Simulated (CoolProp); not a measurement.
The fluid at 260.03 K and 0.633 MPa is throttled through a valve to 0.433 MPa with no heat exchange. The same conditions are run with several fluids, on thermodynamics alone (safety and materials aside).

Computed with CoolProp (reference Helmholtz-energy equation of state of each fluid (R11: Jacobsen 1992; R236EA: Rui 2013; n-undecane: Aleksandrov 2011; tetrahydrofuran: Fiedler 2023; dimethyl ether: Wu 2011)).

```json
[
 {"fluid": "R11", "final density (kg/m³)": "1560"},
 {"fluid": "R236EA", "final density (kg/m³)": "1540"},
 {"fluid": "n-undecane", "final density (kg/m³)": "766"},
 {"fluid": "tetrahydrofuran", "final density (kg/m³)": "923"},
 {"fluid": "dimethyl ether", "final density (kg/m³)": "719"}
]
```
